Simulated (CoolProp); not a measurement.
The fluid at 298.15 K and 0.146 MPa flows at 2.9 m/s in a round tube of 6 mm bore and 15 µm roughness, fully developed (64/Re and Nu = 3.66 if laminar; Colebrook and Gnielinski if turbulent). The same conditions are run with several fluids, on thermodynamics alone (safety and materials aside).

The numbers come from the reference Helmholtz-energy equation of state of each fluid (n-butane: Bücker 2006; R143a: Lemmon and Jacobsen 2000; normal hydrogen: Leachman 2009; R507A: Lemmon 2003) in CoolProp. Blends and air are pseudo-pure fits.

Rank n-butane, R143a, normal hydrogen, R507A by Reynolds number, highest first.

R507A (8520), n-butane (8420), R143a (7930), normal hydrogen (232)

```tsv
fluid	Darcy friction factor	pressure drop (Pa/m)	heat-transfer coefficient (W/(m² K))	mass flow (kg/h)
n-butane	0.0357	89.5	82.0	1.06
R143a	0.0361	128	67.0	1.50
normal hydrogen	0.276	22.9	113	0.0350
R507A	0.0356	149	68.0	1.76
```

Transport values come from each fluid's own correlations; those of R143a are estimates that may be off by 10 % or more.
